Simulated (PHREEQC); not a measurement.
A solution holds 9.7 mmol/kgw HCl and 185 mmol/kgw MnSO4, at 25 °C. Closed to the air; pH follows from the charge balance.

The numbers come from PHREEQC with the Pitzer model, pitzer.dat.

Q: The ionic strength comes out as 0.737 mol/kgw. What activity coefficients do HSO4-, Mn+2, SO4-2, H+, Cl- get?

A: HSO4- 0.45, Mn+2 0.15, SO4-2 0.089, H+ 0.59, Cl- 0.62. Single-ion values are on the MacInnes scale.

Precipitation was switched off in this run.
